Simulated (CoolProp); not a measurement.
Isobutene along the isobar 13.6 MPa: Z from the reference equation and from simpler models built on Tc = 418.1 K, pc = 4.016 MPa, ω = 0.193; each cubic takes its own stable root.

Computed with CoolProp (reference Helmholtz-energy equation of state, Lemmon 2005). It is a short technical equation, of lower accuracy than the large ones.

```
T (K)          phase   reference  van der Waals  Redlich-Kwong  Soave-Redlich-Kwong
-----  -------------  ----------  -------------  -------------  -------------------
303.4         liquid      0.5008         0.7582         0.5412               0.5313
326.7         liquid      0.4853         0.7253     (withheld)               0.5158
350           liquid      0.4747         0.6990         0.5157               0.5066
373.2         liquid      0.4691         0.6786         0.5113               0.5038
396.5         liquid      0.4690         0.6632         0.5125               0.5080
419.8  supercritical  (withheld)         0.6528         0.5197               0.5201
443.1  supercritical      0.4897         0.6471     (withheld)               0.5418
466.4  supercritical  (withheld)         0.6462         0.5548               0.5743
489.7  supercritical      0.5510         0.6501         0.5833               0.6173
```

Problem. Complete the blanks.

Solution. 
- 326.7, Redlich-Kwong: 0.5256
- 419.8, reference: 0.4753
- 443.1, Redlich-Kwong: 0.5336
- 466.4, reference: 0.5144
